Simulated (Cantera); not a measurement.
An adiabatic, constant-pressure homogeneous reactor starts with CO : H2 : O2 : N2 : H2O = 1 : 0.045 : 0.78 : 2.93 : 0.1 (molar parts), equivalence ratio 0.67, at 1648 K and 1.40 bar. Integrator tolerance rtol = 1e-08.

Detailed kinetics in Cantera: GRI-Mech 3.0 (53 species, 325 reactions).

Problem. What does this change do: initial temperature 1648 to 1675 K?

Solution. 
```
quantity                                                            before                                    after
---------------------------------  ---------------------------------------  ---------------------------------------
time of steepest temperature rise                                  37.5 µs                                  35.5 µs
temperature at 4.00 s                                               2710 K                                   2719 K
equilibrium temperature                                             2710 K                                   2719 K
x(CO) at 4.00 s                      0.0549 (gas-phase equilibrium 0.0549)    0.0565 (gas-phase equilibrium 0.0565)
x(H2) at 4.00 s                    0.00124 (gas-phase equilibrium 0.00124)  0.00127 (gas-phase equilibrium 0.00127)
x(O2) at 4.00 s                      0.0707 (gas-phase equilibrium 0.0707)    0.0711 (gas-phase equilibrium 0.0711)
x(NO) at 4.00 s                      0.0170 (gas-phase equilibrium 0.0170)    0.0173 (gas-phase equilibrium 0.0173)
x(OH) at 4.00 s                    0.00937 (gas-phase equilibrium 0.00937)  0.00958 (gas-phase equilibrium 0.00958)
x(N2O) at 4.00 s                   1.01e-6 (gas-phase equilibrium 1.01e-6)  1.03e-6 (gas-phase equilibrium 1.03e-6)
x(H2O) at 4.00 s                     0.0255 (gas-phase equilibrium 0.0255)    0.0252 (gas-phase equilibrium 0.0252)
```

Problem. What does this change do: pressure from 1.40 bar to 8.20 bar?

Solution. 
| quantity | before | after |
|---|---|---|
| time of steepest temperature rise | 37.5 µs | 6.99 µs |
| temperature at 4.00 s | 2710 K | 2825 K |
| equilibrium temperature | 2710 K | 2825 K |
| x(CO) at 4.00 s | 0.0549 (gas-phase equilibrium 0.0549) | 0.0422 (gas-phase equilibrium 0.0422) |
| x(H2) at 4.00 s | 0.00124 (gas-phase equilibrium 0.00124) | 0.000894 (gas-phase equilibrium 0.000894) |
| x(O2) at 4.00 s | 0.0707 (gas-phase equilibrium 0.0707) | 0.0652 (gas-phase equilibrium 0.0652) |
| x(NO) at 4.00 s | 0.0170 (gas-phase equilibrium 0.0170) | 0.0193 (gas-phase equilibrium 0.0193) |
| x(OH) at 4.00 s | 0.00937 (gas-phase equilibrium 0.00937) | 0.00817 (gas-phase equilibrium 0.00817) |
| x(N2O) at 4.00 s | 1.01e-6 (gas-phase equilibrium 1.01e-6) | 2.81e-6 (gas-phase equilibrium 2.81e-6) |
| x(H2O) at 4.00 s | 0.0255 (gas-phase equilibrium 0.0255) | 0.0271 (gas-phase equilibrium 0.0271) |
The hydrogen kinetics of GRI-Mech 3.0 are dated; newer H2 mechanisms differ, most at raised pressure.
